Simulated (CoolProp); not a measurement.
A Linde-Hampson liquefier for oxygen: isothermal reversible compression at 300 K from 1 atm to 10 MPa, throttling to 1 atm, return gas leaving the recuperator 0 K below the feed. Each further row changes one setting.

Model: reference Helmholtz-energy equation of state, Schmidt 1985, in CoolProp.

```tsv
case	liquid yield per pass	compression work (kJ/kg of gas)
as stated	0.057	354
high pressure 20 MPa	[?]	[?]
warm-end temperature 330 K	0.044	391
warm-end gap 5 K	[?]	354
```

### Question
Complete the blanks.

### Answer

- high pressure 20 MPa, liquid yield per pass: 0.105
- high pressure 20 MPa, compression work (kJ/kg of gas): 405
- warm-end gap 5 K, liquid yield per pass: 0.047

Above 300 K oxygen's equation is extrapolated.
